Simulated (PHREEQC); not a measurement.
Consider water at 19 °C with 0.046 mol HBr, 0.0029 mol AlCl3 and 0.0044 mol KCl per kg of water. Closed to the air; pH follows from the charge balance.

Model: ion-association model, phreeqc.dat, run in PHREEQC.

**Question.** The ionic strength comes out as 0.0678 mol/kgw. What activity coefficients do Al+3, H+, Cl-, K+, Br- get?

**Answer.** Al+3 0.21, H+ 0.84, Cl- 0.80, K+ 0.79, Br- 0.79.

No solid was allowed to form. Complexes and solids missing from the database can't appear.
